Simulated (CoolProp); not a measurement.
Sulfur dioxide along the isotherm 460 K: fugacity coefficient from the reference equation and from simpler models built on Tc = 430.6 K, pc = 7.887 MPa, ω = 0.256; each cubic takes its own stable root.

Values from CoolProp's reference Helmholtz-energy equation of state, Gao 2016.

| p (MPa) | phase | reference |
|---|---|---|
| 2.33 | gas | 0.9200 |
| 4.67 | gas | 0.8418 |
| 7 | gas | 0.7656 |
| 9.33 | supercritical | 0.6899 |
| 11.7 | supercritical | 0.6125 |
| 14 | supercritical | 0.5454 |
| 16.3 | supercritical | 0.4935 |
| 18.7 | supercritical | 0.4521 |
| 21 | supercritical | 0.4212 |
| 23.3 | supercritical | 0.3965 |
| 25.7 | supercritical | 0.3756 |
| 28 | supercritical | 0.3592 |
| 30.3 | supercritical | 0.3455 |
| 32.7 | supercritical | 0.3336 |
| 35 | supercritical | 0.3240 |

How far does each simpler model (van der Waals, Soave-Redlich-Kwong) lie from the reference over these 15 states: mean and median of the absolute difference, and the worst?


- van der Waals: mean 6.0 %, median 4.4 %, worst +15.8 % at 460 K and 35 MPa
- Soave-Redlich-Kwong: mean 4.9 %, median 5.2 %, worst +10.1 % at 460 K and 35 MPa
